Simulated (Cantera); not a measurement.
Charge: 1 mol B2H6, 7.1 mol H2O, 0.45 mol N2, equilibrated at 20.0 Pa.

Method: chemical equilibrium by Gibbs-energy minimisation in Cantera with the NASA 1993 tables (ideal gas, pure condensed phases). Candidate condensed phases: B, BN, B2O3, B3O3H3, H2O; 39 gas species. The feed counts by its element totals alone. Rates play no part.

**Question.** What share of the B ends up in condensed phases as a function of T (K), at 925, 975, 1025, 1075, 1125, 1175, 1225, 1275, 1325, 1375?

**Answer.** 
| T (K) | B condensed (%) | as |
|---|---|---|
| 925 | 99.7 | B2O3(l) |
| 975 | 99.5 | B2O3(l) |
| 1025 | 98.9 | B2O3(l) |
| 1075 | 97.3 | B2O3(l) |
| 1125 | 93.8 | B2O3(l) |
| 1175 | 86.6 | B2O3(l) |
| 1225 | 73.0 | B2O3(l) |
| 1275 | 49.0 | B2O3(l) |
| 1325 | 9.2 | B2O3(l) |
| 1375 | 0.0 | - |
